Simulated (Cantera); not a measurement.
A Cantera script and its output.

```python
import numpy as np
import cantera as ct

gas = ct.Solution("gri30.yaml")


def delay(T, t_max=10):
    gas.TPX = T, 37000, {'H2': 1, 'O2': 1.16, 'N2': 4.37}
    reactor = ct.IdealGasConstPressureReactor(gas, clone=False)
    net = ct.ReactorNet([reactor])
    net.rtol, net.atol = 1e-8, 1e-16
    while net.time < t_max:
        t_old, T_old = net.time, reactor.T
        net.step()
        if reactor.T > T + 400:  # ignition: a rise of 400 K
            return t_old + (T + 400 - T_old) / (reactor.T - T_old) * (net.time - t_old)
    return np.nan


taus = []
for T in [1050, 1125, 1200, 1275, 1350, 1425]:
    taus.append(delay(T))
    print(f"T0 = {T:6g} K   tau = {taus[-1]:.4e} s")
```

Result:

```
T0 =   1050 K   tau = 3.4102e-04 s
T0 =   1125 K   tau = 2.2661e-04 s
T0 =   1200 K   tau = 1.7314e-04 s
T0 =   1275 K   tau = 1.4791e-04 s
T0 =   1350 K   tau = 1.3824e-04 s
T0 =   1425 K   tau = 1.3835e-04 s
```

Cantera simulation using GRI-Mech 3.0 (53 species, 325 reactions); the numbers are that mechanism's predictions, not measurements. Where the delays flatten at high temperature, the 400 K rule measures the pace of heat release, not the induction time.
